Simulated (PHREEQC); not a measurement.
Consider water at 25 °C with 0.24 mol KHSO4 per kg of water. Closed to the air; pH follows from the charge balance.

The numbers come from PHREEQC with the ion-association model, wateq4f.dat.

Each row changes one thing in this solution. No solid was allowed to form.

| case | pH | ionic strength (mol/kgw) |
|---|---|---|
| as made | 1.16 | 0.374 |
| KHSO4 replaced by H2SO4 at the same molality | ? | ? |
| 0.0072 mol/kgw H3PO4 added | 1.16 | 0.374 |
| KHSO4 replaced by (NH4)2SO4 at the same molality | 5.26 | ? |
| temperature from 25 to 50 °C | 1.25 | 0.340 |
| KHSO4 replaced by KCl at the same molality | 6.97 | 0.240 |
| KHSO4 replaced by KI at the same molality | 6.97 | 0.240 |
| KHSO4 from 0.24 to 0.024 mol/kgw | 1.90 | 0.0514 |

Q: Some entries are withheld; supply them.

A: 
- KHSO4 replaced by H2SO4 at the same molality, pH: 0.68
- KHSO4 replaced by H2SO4 at the same molality, ionic strength (mol/kgw): 0.297
- KHSO4 replaced by (NH4)2SO4 at the same molality, ionic strength (mol/kgw): 0.476

H3PO4, which wateq4f.dat lacks, is added to it with the constant of phreeqc.dat. At this temperature some constants are extrapolated from 25 °C, and those without enthalpy data are left unchanged.
